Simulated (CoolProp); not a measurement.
Properties of carbon dioxide at several states (Tc = 304.1 K, pc = 73.77 bar, ω = 0.224).

Computed with CoolProp (reference Helmholtz-energy equation of state, Span 1996).

| T (K) | p (bar) | phase | cv (kJ/(kg K)) | Joule-Thomson coefficient (K/MPa) | isothermal compressibility (1/MPa) | viscosity (µPa s) | Prandtl number |
|---|---|---|---|---|---|---|---|
| 922.7 | 143 | supercritical | 1.028 | 0.4264 | 0.06773 | 39.9 | 0.729 |
| 259.6 | 1.37 | gas | 0.6197 | 15.71 | 7.380 | 13.1 | 0.776 |
| 285.9 | 236 | liquid | 0.9220 | 0.07149 | 0.004408 | 118 | 1.89 |
| 252 | 79 | liquid | 0.9393 | -0.0006312 | 0.003413 | 154 | 2.22 |
| 961.3 | 101 | supercritical | 1.038 | 0.3987 | 0.09685 | 40.7 | 0.722 |

Viscosity comes from a separate model (Laesecke 2017). Thermal conductivity comes from a separate model (Huber 2016).
